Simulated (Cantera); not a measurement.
Standard-state values (1 bar) from the NASA 1993 polynomials, evaluated with Cantera. Values are per mole of reaction as written; species without (g) are pure solids or liquids, kept so even where they would boil at 1 bar.

CaS + 3 SF6(g) ⇌ CaF2 + 4 SF4(g), with ΔH° = -143.8 kJ and ΔS° = 336.2 J/K at 300 K.

Question: How far is the shortcut ΔG° ≈ ΔH°(300 K) − T·ΔS°(300 K) from the full temperature-dependent value at 600, 750, 900, 1050, 1200, 1350, 1500, 1650 K?

Answer: 
| T (K) | shortcut (kJ) | full (kJ) | difference (kJ) | difference in log10 K |
|---|---|---|---|---|
| 600 | -345.5 | -348.8 | 3.3 | -0.29 |
| 750 | -396.0 | -401.8 | 5.8 | -0.40 |
| 900 | -446.4 | -454.8 | 8.4 | -0.49 |
| 1050 | -496.8 | -508.0 | 11.2 | -0.56 |
| 1200 | -547.3 | -561.2 | 14.0 | -0.61 |
| 1350 | -597.7 | -614.6 | 16.9 | -0.66 |
| 1500 | -648.1 | -668.5 | 20.3 | -0.71 |
| 1650 | -698.5 | -723.0 | 24.4 | -0.77 |
The shortcut ignores the heat-capacity change of the reaction.
